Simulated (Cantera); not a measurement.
Predominance diagram of Cr at 1800 K against the partial pressures of O2 and N2 (log10, bar). Standard-state values (1 bar) from the NASA 1993 polynomials, evaluated with Cantera. Candidates: Cr(s), CrN(s), Cr2N(s), Cr2O3(s). Only these pure phases compete in this equilibrium. 

Q: Which phase is stable at these pairs, and which metal-bearing vapour leads over it? (-2.3, -1.3); (-0.8, -1.3); (-2.3, -0.2); (-11.6, -3.7); (-7.7, -0.2); (-17, -4.8); (-7.7, -9.5)

A: 
```
log p(O2)  log p(N2)     phase  chief vapour  log p (bar)
---------  ---------  --------  ------------  -----------
-2.3            -1.3  Cr2O3(s)          CrO2         -6.4
-0.8            -1.3  Cr2O3(s)          CrO3         -5.5
-2.3            -0.2  Cr2O3(s)          CrO2         -6.4
-11.6           -3.7  Cr2O3(s)            Cr         -5.0
-7.7            -0.2  Cr2O3(s)          CrO2         -7.8
-17             -4.8     Cr(s)            Cr         -4.0
-7.7            -9.5  Cr2O3(s)          CrO2         -7.8
```
